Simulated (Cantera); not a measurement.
Source: NASA polynomial tables (part measured, part estimated), evaluated in Cantera. Values are per mole of reaction as written; species without (g) are pure solids or liquids, kept so even where they would boil at 1 bar. TiC: taken at fixed stoichiometry.

8 CH3(g) + 2 TiCl3(g) → 6 CH4(g) + 3 Cl2(g) + 2 TiC

```csv
T (K),ΔH° (kJ),ΔS° (J/K),ΔG° (kJ),log10 K
300,-912.5,-350.3,-807.4,140.57
350,-915.9,-360.8,-789.6,117.84
400,(withheld),(withheld),(withheld),(withheld)
450,(withheld),(withheld),(withheld),(withheld)
500,(withheld),(withheld),(withheld),(withheld)
550,(withheld),(withheld),(withheld),(withheld)
```

**Question.** Fill in the missing entries.

**Answer.** 
- 400, ΔH° (kJ): -919.0
- 400, ΔS° (J/K): -369.2
- 400, ΔG° (kJ): -771.3
- 400, log10 K: 100.72
- 450, ΔH° (kJ): -921.9
- 450, ΔS° (J/K): -376.0
- 450, ΔG° (kJ): -752.7
- 450, log10 K: 87.37
- 500, ΔH° (kJ): -924.4
- 500, ΔS° (J/K): -381.2
- 500, ΔG° (kJ): -733.8
- 500, log10 K: 76.65
- 550, ΔH° (kJ): -926.5
- 550, ΔS° (J/K): -385.3
- 550, ΔG° (kJ): -714.6
- 550, log10 K: 67.87
